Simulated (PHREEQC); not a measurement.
Dissolve 0.018 mol/kgw Cu(BF4)2 and 7.4e-05 mol/kgw H3BO3 at 25 °C. Closed to the air; pH follows from the charge balance.

Computed with PHREEQC (ion-association model, phreeqc.dat).

Each row changes one thing in this solution. No solid was allowed to form.

```
case                                     pH  ionic strength (mol/kgw)  BF4- (mol/kgw)  HF (mol/kgw)  F- (mol/kgw)  BF3OH- (mol/kgw)
-------------------------------------  ----  ------------------------  --------------  ------------  ------------  ----------------
as made                                2.79                    0.0551          0.0319       0.00526       0.00273           0.00220
temperature from 25 to 30 °C           2.80                    0.0550          0.0318       0.00571       0.00276           0.00223
temperature from 25 to 55 °C           2.85                    0.0546          0.0306       0.00862       0.00296           0.00236
Cu(BF4)2 from 0.018 to 0.0018 mol/kgw  3.02                   0.00634         0.00213       0.00260       0.00198          0.000301
H3BO3 left out                         2.79                    0.0551          0.0319       0.00530       0.00276           0.00219
diluted 10-fold with water             3.02                   0.00634         0.00212       0.00263       0.00199          0.000297
diluted 2-fold with water               [?]                    0.0281          0.0150       0.00430       0.00253           0.00128
temperature from 25 to 80 °C            [?]                    0.0540          0.0289        0.0130       0.00329           0.00254
```

### Question
What belongs in the gaps?

### Answer

- diluted 2-fold with water, pH: 2.87
- temperature from 25 to 80 °C, pH: 2.94

Species that the database lacks are ignored. Away from 25 °C the constants follow the database's enthalpies or fits; those with neither stay at their 25 °C values. Real BF4- forms and hydrolyses slowly; the run takes it at equilibrium.
